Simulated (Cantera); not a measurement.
Source: NASA polynomial tables (part measured, part estimated), evaluated in Cantera. Values are per mole of reaction as written; species without (g) are pure solids or liquids, kept so even where they would boil at 1 bar.

Problem. Between 1373 and 1673 K, where is each reaction favourable under standard conditions?
- 2 HCl(g) + 2 Li + F2(g) = 2 HF(g) + 2 LiCl(g)

Solution. 
- 2 HCl(g) + 2 Li + F2(g) = 2 HF(g) + 2 LiCl(g): ΔG° is -909 kJ at 1373 K and -936 kJ at 1673 K; it stays negative (K > 1). ΔH° is -789 kJ and ΔS° 88 J/K at 1673 K.
